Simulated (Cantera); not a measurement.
A closed system holds: 1 mol MgCl2, 0.31 mol H2O, 0.24 mol H2, equilibrated at 1175 K and 1.80 mbar.

Cantera equilibrium calculation (NASA polynomials, part measured and part estimated; ideal gas, pure solids and liquids). Candidate condensed phases: H2O, Mg, MgCl2, MgO, Mg(OH)2; 22 gas species. Kinetics and transport are ignored.

Base state: MgCl2 0.445, HCl 0.400, H2 0.155, H2O 8.83e-5 (mole fractions); condensed: MgO(s).

Question: What changes in the equilibrium state with this change: pressure from 1.80 mbar to 13.3 mbar?

Answer: 
```json
[
 {"species": "MgCl2", "before": "0.445", "after": "0.428"},
 {"species": "HCl", "before": "0.400", "after": "0.412"},
 {"species": "H2", "before": "0.155", "after": "0.160"},
 {"species": "H2O", "before": "8.83e-5", "after": "9.78e-5"},
 {"species": "MgO(s), mol", "before": "0.310", "after": "0.310"},
 {"species": "MgCl2(l), mol", "before": "0", "after": "0.0475"}
]
```
Mutual solubility and eutectic melting of coexisting phases are not modelled.
